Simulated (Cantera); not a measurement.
**Equilibrium for fluorocarbon and chlorocarbon gases: c-C4F8 + CH4 + H2**

Feed: 1 mol c-C4F8, 0.14 mol CH4, 0.072 mol H2, held at 2875 K.

Cantera equilibrium calculation (NASA polynomials, part measured and part estimated; ideal gas, pure solids and liquids). Candidate condensed phases: C, C6H6, C7H8, C8H18; 95 gas species. The feed counts by its element totals alone. The tables' values for C2F4 are old estimates; treat these amounts as uncertain. Gases not in the tables: C2F6 and larger saturated fluorocarbons. Equilibrium is a limit: real reactors are often held back by kinetics, nucleation or transport.

| P (Pa) | log p F | log p CF2 | log p C | log p HF | log p CF4 | log p C3 | log p CF | log p H | log p CF3 | log p C2 | n C(graphite) |
|---|---|---|---|---|---|---|---|---|---|---|---|
| 1 | -5.18 | -10.11 | -5.65 | -7.19 | <-17 | -6.56 | -7.05 | -6.27 | -15.84 | -6.75 | 0 |
| 10 | -4.14 | -7.54 | -5.15 | -5.40 | -15.18 | -5.05 | -5.51 | -5.52 | -12.23 | -5.74 | 0 |
| 100 | -3.13 | -5.19 | -4.83 | -4.13 | -10.81 | -4.11 | -4.18 | -5.27 | -8.87 | -5.11 | 1.11 |
| 1000 | -2.12 | -3.18 | -4.83 | -3.03 | -6.77 | -4.11 | -3.17 | -5.18 | -5.84 | -5.11 | 2.92 |
| 10000 | -1.28 | -1.51 | -4.83 | -1.93 | -3.44 | -4.11 | -2.34 | -4.91 | -3.34 | -5.11 | 1.94 |
| 100000 | -0.68 | -0.31 | -4.83 | -0.79 | -1.04 | -4.11 | -1.74 | -4.37 | -1.54 | -5.11 | 1.37 |
log p: log10 of the partial pressure in bar; n: condensed amount in mol.

From 1.00e-5 bar to 0.000100 bar nothing is condensed. From 0.00100 bar to 1.00 bar the condensed part is C(graphite). The main C-bearing gas is C at 1.00e-5 bar and CF2 at 1.00 bar.
